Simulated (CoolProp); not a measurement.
500 sccm (0 °C, 1 atm) of nitrogen bubbles through liquid octamethylcyclotetrasiloxane (D4) at 370.8 K and leaves saturated at a total pressure of 0.0541 MPa (ideal gas phase). Each further row changes one setting.

Computed with CoolProp (reference Helmholtz-energy equation of state, Thol 2015).

```tsv
case	vapour pressure (kPa)	mole fraction of vapour	delivery (mg/min)	delivery (sccm)	change of delivery for a bath 1 K warmer (%)
as stated	7.93	0.147	1140	85.9	5.0
bath temperature 375.8 K	9.74	0.180	1450	110	5.1
total pressure 0.108 MPa	7.93	0.0734	524	39.6	4.6
```
